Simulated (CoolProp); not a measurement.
Vapour-liquid equilibrium of propane (1) + isobutene (2) at 1.71 bar; x and y are mole fractions of (1).

Model: multi-fluid Helmholtz-energy mixture model, Lemmon 2009 and Lemmon 2005; pair parameters Bell 2016, in CoolProp.

Question: Give the bubble temperature and the first vapour's composition at x = 0.05, 0.35, 0.95. Is there an azeotrope?

Answer: x = 0.05: 275.8 K, y = 0.182; x = 0.35: 260.3 K, y = 0.665; x = 0.95: 244.6 K, y = 0.986. No azeotrope shows between x = 0.05 and 0.95.

The pair parameters rest on a limited set of measurements; away from them the model extrapolates.
